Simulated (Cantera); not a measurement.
# Silicon nitride deposition: trisilylamine + NH3 + N2

A closed system holds: 1 mol trisilylamine, 7.1 mol NH3, 2.2 mol N2, held at 1648 K and 17.0 Pa.

Equilibrium computed with Cantera from the NASA thermochemical tables; the gas is ideal and each condensed phase is pure. Candidate condensed phases: Si, Si3N4; 18 gas species. The feed counts by its element totals alone. Equilibrium is a limit: real reactors are often held back by kinetics, nucleation or transport.

```json
{
  "x(H2)": "0.702",
  "x(N2)": "0.291",
  "x(H)": "0.00572",
  "x(Si)": "0.00152",
  "x(SiH)": "3.04e-5",
  "x(Si2N)": "1.36e-5",
  "x(SiN)": "7.71e-6",
  "x(SiH2)": "5.95e-6",
  "x(Si2)": "5.05e-6",
  "n(Si(s))": "2.97 mol",
  "gas_amount": "21.49 mol"
}
```
